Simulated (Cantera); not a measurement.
Cantera run:

```python
import numpy as np
import cantera as ct

gas_names = """
    H HO2 H2 H2O H2O2 O OH O2 O3 Ti TiO TiO2
""".split()
cond_names = """
    H2O(s) H2O(L) Ti(a) Ti(b) Ti(L) TiO(a) TiO(b) TiO(L) TiO2(ru) TiO2(L) Ti2O3(a) Ti2O3(b) Ti2O3(L)
    Ti3O5(a) Ti3O5(b) Ti3O5(L) Ti4O7(s) Ti4O7(L)
""".split()


# ... load() reads the species with a 1 bar reference pressure and builds the phases ...
atoms = {
    'Ti': {'Ti': 1},
    'H2': {'H': 2},
    'O2': {'O': 2},
}
top_T = {}  # K; cautious upper limits of use, not melting points


# ... equilibrate(T, P, feed) seeds the gas with the atoms and calls Mixture.equilibrate('TP', solver="vcs", rtol=1e-11, max_steps=5000) ...
results = []
feed = {'Ti': 1, 'H2': 220, 'O2': 0.42}  # mol
P = 8500  # Pa
for T in [1125, 1175, 1225, 1275, 1325, 1375, 1425, 1475, 1525, 1575, 1625]:
    mix = equilibrate(T, P, feed)
    results.append((T, P, feed, dict(zip(mix.species_names, mix.species_moles))))
    x = sorted(zip(gas.X, gas.species_names), reverse=True)
    print(f"T = {T:g} K  P = {P:g} Pa  gas = {mix.phase_moles(0):.4g} mol")
    print("   x: " + "  ".join(f"{s} {v:.3e}" for v, s in x if v > 0.001))
    print("   condensed (mol): " + ("  ".join(f"{mix.phase(i).name} {mix.phase_moles(i):.4g}"
          for i in range(1, mix.n_phases) if mix.phase_moles(i) > 1e-12) or "none"))
```

Result:

```
T = 1125 K  P = 8500 Pa  gas = 220 mol
   x: H2 1.000e+00
   condensed (mol): Ti(a) 0.16  TiO(a) 0.84
T = 1175 K  P = 8500 Pa  gas = 220 mol
   x: H2 1.000e+00
   condensed (mol): Ti(b) 0.16  TiO(a) 0.84
T = 1225 K  P = 8500 Pa  gas = 220 mol
   x: H2 1.000e+00
   condensed (mol): Ti(b) 0.16  TiO(a) 0.84
T = 1275 K  P = 8500 Pa  gas = 220 mol
   x: H2 1.000e+00
   condensed (mol): Ti(b) 0.16  TiO(b) 0.84
T = 1325 K  P = 8500 Pa  gas = 220 mol
   x: H2 1.000e+00
   condensed (mol): Ti(b) 0.16  TiO(b) 0.84
T = 1375 K  P = 8500 Pa  gas = 220 mol
   x: H2 1.000e+00
   condensed (mol): Ti(b) 0.16  TiO(b) 0.84
T = 1425 K  P = 8500 Pa  gas = 220 mol
   x: H2 1.000e+00
   condensed (mol): Ti(b) 0.16  TiO(b) 0.84
T = 1475 K  P = 8500 Pa  gas = 220 mol
   x: H2 1.000e+00
   condensed (mol): Ti(b) 0.16  TiO(b) 0.84
T = 1525 K  P = 8500 Pa  gas = 220 mol
   x: H2 9.999e-01
   condensed (mol): Ti(b) 0.16  TiO(b) 0.84
T = 1575 K  P = 8500 Pa  gas = 220 mol
   x: H2 9.999e-01
   condensed (mol): Ti(b) 0.16  TiO(b) 0.84
T = 1625 K  P = 8500 Pa  gas = 220 mol
   x: H2 9.998e-01
   condensed (mol): Ti(b) 0.16  TiO(b) 0.84
```

Equilibrium computed with Cantera from the NASA thermochemical tables; the gas is ideal and each condensed phase is pure. Mutual solubility and eutectic melting of coexisting phases are not modelled. TiO: taken at fixed stoichiometry. Condensed phases not in the tables: N, O or C dissolved in the metal.
